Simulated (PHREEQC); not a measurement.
Dissolve 0.0048 mol/kgw MgSO4 and 0.0017 mol/kgw FeCl2 at 20 °C. Closed to the air; pH follows from the charge balance.

Computed with PHREEQC (ion-association model, phreeqc.dat).

Each row changes one thing in this solution. This is a speciation only: nothing precipitates in the calculation.

| case | pH | ionic strength (mol/kgw) | Mg+2 (mol/kgw) | SO4-2 (mol/kgw) | MgSO4 (mol/kgw) | HSO4- (mol/kgw) |
|---|---|---|---|---|---|---|
| as made | 6.39 | 0.0192 | 0.00382 | 0.00353 | 0.000981 | 8.53e-8 |
| FeCl2 replaced by MnCl2 at the same molality | 6.82 | 0.0192 | 0.00382 | 0.00353 | 0.000981 | 3.14e-8 |
| temperature from 20 to 50 °C | 5.96 | 0.0169 | 0.00333 | 0.00295 | 0.00147 | 3.81e-7 |
| 0.0013 mol/kgw H4SiO4 added | 6.26 | 0.0192 | 0.00382 | 0.00353 | 0.000981 | ___ |
| temperature from 20 to 70 °C | 5.74 | ___ | 0.00303 | 0.00260 | 0.00177 | 9.66e-7 |
| FeCl2 from 0.0017 to 0.0085 mol/kgw | 6.06 | ___ | 0.00411 | 0.00314 | 0.000686 | 1.43e-7 |

Q: What belongs in the gaps?

A: 
- 0.0013 mol/kgw H4SiO4 added, HSO4- (mol/kgw): 1.15e-7
- temperature from 20 to 70 °C, ionic strength (mol/kgw): 0.0155
- FeCl2 from 0.0017 to 0.0085 mol/kgw, ionic strength (mol/kgw): 0.0379

Complexes and solids missing from the database can't appear. Some of these states are supersaturated (in Quartz (slow to form), Chalcedony (slow to form), for instance). Away from 25 °C the constants follow the database's enthalpies or fits; those with neither stay at their 25 °C values.
